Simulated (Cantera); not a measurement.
Mixture: CH4 : C2H6 : O2 : N2 = 1 : 0.041 : 1.26 : 4.74 (molar parts), equivalence ratio 1.7, at 11300 Torr, adiabatic and at constant pressure. Ignition delay is the time to a rise of 400 K.

Cantera simulation using GRI-Mech 3.0 (53 species, 325 reactions); the numbers are that mechanism's predictions, not measurements. The pressure lies above the range GRI-Mech 3.0 was tuned for (to about 10 atm).

### Question
Predict: delay at 1175 K; delay at 1275 K; delay at 1375 K; delay at 1475 K; delay at 1575 K; apparent activation energy between 1525 and 1625 K.

### Answer
| Property | Value |
|---|---|
| delay at 1175 K | 1.89 ms |
| delay at 1275 K | 0.702 ms |
| delay at 1375 K | 0.273 ms |
| delay at 1475 K | 0.109 ms |
| delay at 1575 K | 45.1 µs |
| apparent activation energy between 1525 and 1625 K | 180 kJ/mol |
